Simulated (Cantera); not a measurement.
An adiabatic, constant-volume homogeneous reactor starts with 22.2 % H2, 8.55 % O2, 69.3 % N2, equivalence ratio 1.3, at 1025 K and 270 Torr.

Computed with Cantera and the H2/O2 subset of GRI-Mech 3.0, which has no nitrogen chemistry.

One state of this run: T (K) = 2479; P (bar) = 0.801; x H2 = 0.0555; x O2 = 0.000386; x OH = 0.00399; x HO2 = 1.53e-7; x O = 0.000288; x H = 0.00607; x H2O2 = 2.14e-8. x: mole fraction; the columns are a selection and need not sum to one.

**Question.** Which value of t (s) does it belong to?
A) 0.0316
B) 0.00100
C) 1.00e-6
D) 0.000316

**Answer.** A, 0.0316
